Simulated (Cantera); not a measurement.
What does this Cantera script print?

```python
import numpy as np
import cantera as ct

gas = ct.Solution("gri30.yaml")
gas.TPX = 2100, 20000, {'CH4': 0.014, 'H2': 1}
inlet = ct.Reservoir(gas, clone=True)

reactor = ct.IdealGasConstPressureReactor(gas, energy="off", clone=False)
exhaust = ct.Reservoir(gas, clone=True)
tau = [2.3, 0.74, 0.24, 0.08, 0.026, 0.0086, 0.0028, 0.00092][0]
for a, b in ((inlet, reactor), (reactor, exhaust)):
    ct.MassFlowController(a, b, mdot=lambda t: reactor.mass / tau)
net = ct.ReactorNet([reactor])
show = ['CH4', 'H2', 'C2H2', 'H', 'C2H', 'C2H6', 'C2H4']

rows = []
print(f"{'tau/s':>10s}{'T/K':>9s}" + "".join(f"{s:>11s}" for s in show))
for tau in [2.3, 0.74, 0.24, 0.08, 0.026, 0.0086, 0.0028, 0.00092]:
    net.initial_time = 0.0
    net.advance(30 * tau)
    before = gas.X
    net.advance(40 * tau)
    drift = np.max(np.abs(gas.X - before) / (gas.X + 1e-9))
    rows.append([gas.T, *gas[show].X, drift])
    print(f"{tau:10.3e}{gas.T:9.1f}" + "".join(f"{x:11.3e}" for x in gas[show].X))
```

It prints:

```
     tau/s      T/K        CH4         H2       C2H2          H        C2H       C2H6       C2H4
 2.300e+00   2100.0  3.900e-04  9.861e-01  6.560e-03  6.928e-03  1.189e-06  2.161e-09  5.149e-06
 7.400e-01   2100.0  6.565e-04  9.860e-01  6.411e-03  6.878e-03  1.154e-06  5.923e-09  5.140e-06
 2.400e-01   2100.0  1.131e-03  9.858e-01  6.146e-03  6.787e-03  1.092e-06  1.716e-08  5.239e-06
 8.000e-02   2100.0  1.932e-03  9.855e-01  5.700e-03  6.636e-03  9.904e-07  4.862e-08  5.715e-06
 2.600e-02   2100.0  3.304e-03  9.849e-01  4.941e-03  6.387e-03  8.267e-07  1.358e-07  7.337e-06
 8.600e-03   2100.0  5.416e-03  9.841e-01  3.784e-03  6.002e-03  5.954e-07  3.390e-07  1.145e-05
 2.800e-03   2100.0  8.294e-03  9.832e-01  2.241e-03  5.374e-03  3.159e-07  6.946e-07  1.886e-05
 9.200e-04   2100.0  1.115e-02  9.828e-01  8.004e-04  4.264e-03  8.959e-08  9.328e-07  2.365e-05
```

Model: GRI-Mech 3.0 (53 species, 325 reactions), integrated in Cantera. GRI-Mech 3.0 stops at C3 and has no aromatics, soot or wall deposition, so with more carbon than oxygen in the feed, carbon stays in small species such as C2H2 where larger ones or solid carbon would form.
